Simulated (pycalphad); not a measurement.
All values are pycalphad results on the COST 507 light-alloy database (1999) (1 atm), not direct measurements. The data set is of 1999 and partly superseded. Phase fractions are per mole of atoms. Diffusion is slow at the low end, where real alloys seldom reach equilibrium.

**Question.** Give the equilibrium state of Hf-3.497C (wt.%) at 1027 °C.

**Answer.** 
```
T = 1300.00 K, P = 101325 Pa, N = 1 mol of atoms
G = -144841 J/mol, H = -63644 J/mol, S = 62.46 J/(mol K)  (SER reference)
chemical potentials (J/mol): Hf -82975, C -259737
phase             fraction      x(Hf)       x(C)
FCC_A1              0.9462     0.6325     0.3675
HCP_A3              0.0538     0.9586     0.0414
```

**Question.** Give the equilibrium state of Hf-3.497C (wt.%) at 2727 °C.

**Answer.** FCC_A1, fraction 0.997, with 3.5 C wt.%; LIQUID, fraction 0.003, with 0.65 C wt.%.

FCC_A1 is fcc; HCP_A3 is hcp. The fcc model also describes the rock-salt carbide or nitride (TiC, TiN, HfC).
